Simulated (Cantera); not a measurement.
A perfectly stirred reactor is fed with CO : H₂ : CH₄ : O₂ : N₂ : CO₂ = 1 : 1.4 : 0.072 : 0.896 : 3.37 : 0.87 (molar parts), equivalence ratio 1.5, at 210000 Pa; it is adiabatic with a 800 K inlet, and is followed from long to short residence time, starting on the burning branch (τ in s: 0.27, 0.1, 0.04, 0.016, 0.006, 0.0023, 0.0009, 0.00035, 0.00014, 5.3e-05).

Model: GRI-Mech 3.0 (53 species, 325 reactions), integrated in Cantera.

x: mole fraction; the columns are a selection and need not sum to one.

```csv
τ (s),T (K),x CO,x H₂,x CH₄,x NO,x C₂H
0.27,2319,0.109,0.0224,1.91e-7,0.000397,<1e-12
0.10,2316,0.109,0.0224,4.30e-7,0.000375,<1e-12
0.040,2310,0.110,0.0225,8.02e-7,(withheld),<1e-12
0.016,2299,0.110,0.0227,1.35e-6,(withheld),1.79e-12
0.0060,2277,0.111,0.0232,2.23e-6,(withheld),3.77e-12
0.0023,2241,0.112,0.0240,3.72e-6,(withheld),7.07e-12
0.00090,2186,0.115,0.0253,6.47e-6,(withheld),1.25e-11
0.00035,2106,0.118,0.0274,1.22e-5,(withheld),2.22e-11
0.00014,2003,0.121,0.0301,2.48e-5,(withheld),4.07e-11
5.3e-5,1871,0.123,0.0339,6.03e-5,(withheld),8.35e-11
```

Question: Complete the blanks.

Answer: 
- 0.040, x NO: 0.000339
- 0.016, x NO: 0.000289
- 0.0060, x NO: 0.000225
- 0.0023, x NO: 0.000162
- 0.00090, x NO: 0.000108
- 0.00035, x NO: 7.06e-5
- 0.00014, x NO: 4.84e-5
- 5.3e-5, x NO: 3.27e-5
